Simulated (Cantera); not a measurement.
A closed system holds: 1 mol V, 16 mol H2O, equilibrated at 0.0100 bar.

Equilibrium computed with Cantera from the NASA thermochemical tables; the gas is ideal and each condensed phase is pure. Candidate condensed phases: H2O, V, VO, V2O3, V2O4, V2O5; 12 gas species. Condensed phases not in the tables: the oxides between V2O3 and V2O5 other than VO2. Rates play no part.

Task: At 1577 °C, list the 7 most abundant gas species with their mole fractions, and the condensed phases.

Result: H2O 0.900, H2 0.0945, VO2 0.00249, H 0.00166, OH 0.00117, O2 6.51e-5, O 1.56e-5. Condensed: V2O3(s).
